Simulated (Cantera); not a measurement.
A closed system holds: 1 mol SO2, 0.11 mol H2O, 2.1 mol O2, at 1300 °C and 1430 Torr.

These are equilibrium values from Cantera (NASA tables, ideal gas, pure condensed phases), not measurements of a reactor. Candidate condensed phases: H2O, H2SO4, S; 19 gas species. The numbers say what is thermodynamically allowed, not how fast it happens.

Base state: O2 0.653, SO2 0.304, H2O 0.0344, SO3 0.00887, OH 9.52e-5 (mole fractions); condensed: gas only.

Q: What changes in the equilibrium state with this change: SO2 replaced by HI?

A: 
```
species   before     after
-------  -------  --------
O2         0.653     0.554
I              0     0.227
H2O       0.0344     0.182
SO2        0.304         0
I2             0    0.0361
SO3      0.00887         0
HI             0  0.000698
OH       9.52e-5  0.000210
```
Further candidate phases: I2.
